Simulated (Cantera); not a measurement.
Charge: 1 mol Al₂O₃, 0.058 mol H₂, held at 2700 K and 0.380 bar.

These are equilibrium values from Cantera (NASA tables, ideal gas, pure condensed phases), not measurements of a reactor. Candidate condensed phases: Al, Al₂O₃, H₂O; 19 gas species. The tables' values for AlOH are old estimates; treat these amounts as uncertain. Rates play no part.

Base state: H₂ 0.889, H 0.0869, H₂O 0.0138, Al 0.00478, Al₂O 0.00301, AlOH 0.00104, OH 0.000346, AlO 0.000293 (mole fractions); condensed: Al₂O₃(l).

### Question
What changes in the equilibrium state with this change: pressure from 0.380 bar to 1.33 mbar?

### Answer
| species | before | after |
|---|---|---|
| H | 0.0869 | 0.636 |
| H₂ | 0.889 | 0.167 |
| O | 2.16e-5 | 0.0561 |
| AlO | 0.000293 | 0.0277 |
| OH | 0.000346 | 0.0231 |
| Al | 0.00478 | 0.0493 |
| Al₂O | 0.00301 | 0.0103 |
| H₂O | 0.0138 | 0.0237 |
| O₂ | 1.36e-7 | 0.00322 |
| AlO₂ | 3.34e-8 | 2.88e-5 |
| Al₂O₃(l), mol | 1.000 | 0.994 |

### Question
What changes in the equilibrium state with this change: 0.5 mol H₂O added?

### Answer
| species | before | after |
|---|---|---|
| H₂O | 0.0138 | 0.752 |
| H₂ | 0.889 | 0.142 |
| OH | 0.000346 | 0.0471 |
| H | 0.0869 | 0.0348 |
| O₂ | 1.36e-7 | 0.0157 |
| AlO₂H | 5.66e-5 | 0.000417 |
| Al₂O | 0.00301 | 2.60e-8 |
| AlH | 0.000249 | 1.58e-8 |
| Al | 0.00478 | 7.61e-7 |
| O | 2.16e-5 | 0.00734 |
| Al₂O₃(l), mol | 1.000 | 1.000 |
Gases not in the tables: Al(OH)₃.
